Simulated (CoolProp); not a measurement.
Vapour-liquid equilibrium of n-hexane (1) + n-decane (2) at 24.35 °C; x and y are mole fractions of (1).

Computed with CoolProp (multi-fluid Helmholtz-energy mixture model, Thol 2019 and Lemmon 2006; pair parameters Kunz 2012).

```tsv
x	bubble pressure, mixture model (MPa)	bubble pressure, Raoult's law (MPa)	y, mixture model	y, Raoult's law
0.05	…	0.001146	0.849	0.856
0.15	0.002970	0.003088	0.950	0.952
0.25	0.004866	0.005031	0.973	0.974
0.35	…	0.006974	0.983	0.984
0.45	0.008742	0.008917	0.989	0.989
0.55	…	0.01086	0.993	0.993
0.65	…	0.01280	0.995	0.995
0.75	…	0.01474	0.997	0.997
0.85	0.01664	0.01669	0.998	0.998
0.95	0.01862	0.01863	1.000	1.000
```

Problem. What belongs in the gaps?

Solution. 
- 0.05, bubble pressure, mixture model (MPa): 0.001101
- 0.35, bubble pressure, mixture model (MPa): 0.006791
- 0.55, bubble pressure, mixture model (MPa): 0.01071
- 0.65, bubble pressure, mixture model (MPa): 0.01269
- 0.75, bubble pressure, mixture model (MPa): 0.01467

The largest gap from Raoult's law is -3.9 % in bubble pressure, at x = 0.05. No azeotrope shows between x = 0.05 and 0.95.

The pair parameters rest on a limited set of measurements; away from them the model extrapolates.
